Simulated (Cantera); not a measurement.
**Equilibrium for iron carbonyl, mercury and lead vapours: PbO + N2**

A closed system holds: 1 mol PbO, a varied amount of N2, at 0.00440 bar.

These are equilibrium values from Cantera (NASA tables, ideal gas, pure condensed phases), not measurements of a reactor. Candidate condensed phases: Pb, PbO, PbO2, Pb3O4; 12 gas species. The numbers say what is thermodynamically allowed, not how fast it happens.

Stable condensed phases:

```
T in K \ n(N2) in mol
         4.2 6.5 8.7  11  13  15  18  20  22
   1523    A   A   A   A   A   A   A   A   A
   1473    A   A   A   A   A   A   A   A   A
   1423    A   A   A   A   A   A   A   A   A
   1373    A   A   A   A   A   A   A   A   A
   1323    B   A   A   A   A   A   A   A   A
   1273    B   B   B   B   A   A   A   A   A
   1223    B   B   B   B   B   B   B   B   B
   1173    B   B   B   B   B   B   B   B   B
   1123    B   B   B   B   B   B   B   B   B
   1073    B   B   B   B   B   B   B   B   B
   1023    B   B   B   B   B   B   B   B   B
    973    B   B   B   B   B   B   B   B   B
```

A: gas only; B: PbO.
